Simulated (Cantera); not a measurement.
A perfectly stirred reactor is fed with 19.9 % H2, 15.8 % O2, 59.4 % N2, 4.79 % H2O, at 1.00 atm; it is adiabatic with a 775 K inlet, and is followed from long to short residence time, starting on the burning branch (τ in s: 0.077, 0.04, 0.021, 0.011, 0.0055, 0.0028, 0.0014, 0.00075, 0.00039, 0.0002, 0.0001, 5.3e-05).

Computed with Cantera and the H2/O2 subset of GRI-Mech 3.0, which has no nitrogen chemistry.

**Question.** Predict: blow-out, bracketed by the residence times tried; x(H2) at τ = 77.0 ms; x(O2) at τ = 77.0 ms; x(H2O) at τ = 77.0 ms; x(O) at τ = 77.0 ms; x(H2O2) at τ = 77.0 ms; x(H2) at τ = 1.40 ms; x(O2) at τ = 1.40 ms; x(H2O) at τ = 1.40 ms; x(O) at τ = 1.40 ms; x(H2O2) at τ = 1.40 ms.

**Answer.** 
```
Quantity                                                                          Result
------------------------------------------------  --------------------------------------
blow-out, bracketed by the residence times tried  burning at 53.0 µs, the shortest tried
x(H2) at τ = 77.0 ms                                                             0.00122
x(O2) at τ = 77.0 ms                                                              0.0638
x(H2O) at τ = 77.0 ms                                                              0.270
x(O) at τ = 77.0 ms                                                             0.000670
x(H2O2) at τ = 77.0 ms                                                           2.20e-7
x(H2) at τ = 1.40 ms                                                             0.00608
x(O2) at τ = 1.40 ms                                                              0.0636
x(H2O) at τ = 1.40 ms                                                              0.259
x(O) at τ = 1.40 ms                                                              0.00325
x(H2O2) at τ = 1.40 ms                                                           3.54e-7
```
